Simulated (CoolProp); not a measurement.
Properties of chloromethane (R40) along the isotherm 194.55 °C.

Values from CoolProp's reference Helmholtz-energy equation of state, Thol 2014.

| p (bar) | phase | density (kg/m³) | cp (kJ/(kg K)) |
|---|---|---|---|
| 21.7 | gas | 30.71 | 1.161 |
| 43.3 | gas | 67.87 | 1.325 |
| 65 | gas | 115.7 | 1.597 |
| 86.6 | supercritical | 181.6 | (withheld) |
| 108 | supercritical | 277.4 | 3.010 |
| 130 | supercritical | 389.8 | 3.234 |
| 152 | supercritical | 469.1 | 2.791 |
| 173 | supercritical | 518.5 | 2.465 |
| 195 | supercritical | 555.0 | 2.246 |
| 217 | supercritical | 582.8 | (withheld) |
| 238 | supercritical | 604.2 | 2.003 |
| 260 | supercritical | 623.0 | 1.926 |
| 281 | supercritical | (withheld) | 1.869 |
| 303 | supercritical | 652.7 | 1.822 |
| 325 | supercritical | 665.4 | 1.783 |
| 346 | supercritical | 676.4 | 1.752 |

Task: Some entries are withheld; supply them.

Result: 
- 86.6, cp (kJ/(kg K)): 2.112
- 217, cp (kJ/(kg K)): 2.101
- 281, density (kg/m³): 638.4

The peak of cp marks the crossing from liquid-like to gas-like fluid above the critical point.
